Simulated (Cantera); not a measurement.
Input: 1 mol CuF2, 10 mol H2O, 2.8 mol H2, held at 2.30 Pa.

These are equilibrium values from Cantera (NASA tables, ideal gas, pure condensed phases), not measurements of a reactor. Candidate condensed phases: Cu, CuF2, CuO, Cu(OH)2, Cu2O, H2O; 27 gas species. Rates play no part.

x: gas mole fraction; nothing condenses.

```json
[
 {"T (°C)": "1375", "x H2O": "0.671", "x H": "0.00641", "x H2": "0.119", "x HF": "0.134", "x O": "7.11e-5", "x Cu": "0.0672", "x OH": "0.00162", "x O2": "0.000181"},
 {"T (°C)": "1425", "x H2O": "0.666", "x H": "0.0104", "x H2": "0.118", "x HF": "0.134", "x O": "0.000211", "x Cu": "0.0670", "x OH": "0.00300", "x O2": "0.000534"},
 {"T (°C)": "1475", "x H2O": "0.658", "x H": "0.0164", "x H2": "0.118", "x HF": "0.133", "x O": "0.000581", "x Cu": "0.0666", "x OH": "0.00532", "x O2": "0.00145"},
 {"T (°C)": "1525", "x H2O": "0.643", "x H": "0.0254", "x H2": "0.119", "x HF": "0.132", "x O": "0.00148", "x Cu": "0.0660", "x OH": "0.00899", "x O2": "0.00353"},
 {"T (°C)": "1575", "x H2O": "0.617", "x H": "0.0388", "x H2": "0.123", "x HF": "0.130", "x O": "0.00343", "x Cu": "0.0650", "x OH": "0.0143", "x O2": "0.00755"},
 {"T (°C)": "1625", "x H2O": "0.578", "x H": "0.0589", "x H2": "0.131", "x HF": "0.127", "x O": "0.00723", "x Cu": "0.0634", "x OH": "0.0213", "x O2": "0.0140"},
 {"T (°C)": "1675", "x H2O": "0.522", "x H": "0.0881", "x H2": "0.140", "x HF": "0.122", "x O": "0.0139", "x Cu": "0.0611", "x OH": "0.0298", "x O2": "0.0225"},
 {"T (°C)": "1725", "x H2O": "0.452", "x H": "0.129", "x H2": "0.149", "x HF": "0.116", "x O": "0.0247", "x Cu": "0.0580", "x OH": "0.0390", "x O2": "0.0324"},
 {"T (°C)": "1775", "x H2O": "…", "x H": "…", "x H2": "0.154", "x HF": "0.108", "x O": "…", "x Cu": "0.0541", "x OH": "…", "x O2": "…"},
 {"T (°C)": "1825", "x H2O": "…", "x H": "…", "x H2": "0.153", "x HF": "…", "x O": "…", "x Cu": "…", "x OH": "0.0543", "x O2": "0.0494"},
 {"T (°C)": "1875", "x H2O": "0.192", "x H": "0.328", "x H2": "0.143", "x HF": "0.0893", "x O": "0.0924", "x Cu": "0.0447", "x OH": "0.0570", "x O2": "0.0528"}
]
```

Task: Some entries are withheld; supply them.

Result: 
- 1825, x H2O: 0.279
- 1825, x H: 0.251
- 1825, x HF: 0.0991
- 1825, x O: 0.0635
- 1825, x Cu: 0.0496
- 1775, x H2O: 0.369
- 1775, x H: 0.184
- 1775, x O: 0.0409
- 1775, x OH: 0.0477
- 1775, x O2: 0.0419
